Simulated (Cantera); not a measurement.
# NO annealing gas

An isothermal, constant-pressure homogeneous reactor starts with 22.6 % NO, 77.0 % N2, 0.385 % H2O, at 1850 K and 48000 Pa.

Detailed kinetics in Cantera: GRI-Mech 3.0 (53 species, 325 reactions).

| t (s) | x NO | x O | x O2 | x N2O | x N2 |
|---|---|---|---|---|---|
| 4.00e-6 | 0.226 | 3.45e-8 | 5.23e-12 | 3.52e-8 | 0.770 |
| 1.10e-5 | 0.226 | 9.13e-8 | 3.86e-11 | 9.64e-8 | 0.770 |
| 3.01e-5 | 0.226 | 2.28e-7 | 2.76e-10 | 2.64e-7 | 0.770 |
| 8.26e-5 | 0.226 | 4.94e-7 | 1.88e-9 | 7.16e-7 | 0.770 |
| 0.000227 | 0.226 | 8.49e-7 | 1.28e-8 | 1.91e-6 | 0.770 |
| 0.000622 | 0.226 | 1.38e-6 | 1.09e-7 | 4.84e-6 | 0.770 |
| 0.00171 | 0.226 | 3.22e-6 | 1.68e-6 | 1.08e-5 | 0.770 |
| 0.00469 | 0.226 | 6.47e-6 | 2.57e-5 | 1.77e-5 | 0.770 |
| 0.0129 | 0.226 | 6.97e-6 | 0.000108 | 1.98e-5 | 0.770 |
| 0.0353 | 0.226 | 8.65e-6 | 0.000325 | 1.99e-5 | 0.770 |
| 0.0968 | 0.224 | 1.18e-5 | 0.000927 | 1.99e-5 | 0.771 |
| 0.266 | 0.221 | 1.72e-5 | 0.00260 | 1.95e-5 | 0.772 |
| 0.729 | 0.212 | 2.61e-5 | 0.00714 | 1.80e-5 | 0.777 |
| 2.00 | 0.188 | 4.03e-5 | 0.0188 | 1.41e-5 | 0.789 |
x: mole fraction; the columns are a selection and need not sum to one.

Equilibrium at this temperature and pressure: NO 0.00379, O 9.34e-5, O2 0.111, N2O 1.58e-7, N2 0.881 (gas phase only).
